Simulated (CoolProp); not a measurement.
Normal hydrogen at 298.15 K and 2.72 MPa is throttled through a valve to 0.961 MPa with no heat exchange. Each further row changes one setting.

The numbers come from the reference Helmholtz-energy equation of state, Leachman 2009 in CoolProp.

```tsv
case	temperature change (K)	final density (kg/m³)
as stated	+0.5	0.776
outlet pressure 0.288 MPa	+0.7	0.233
outlet pressure 1.25 MPa	+0.5	1.01
```
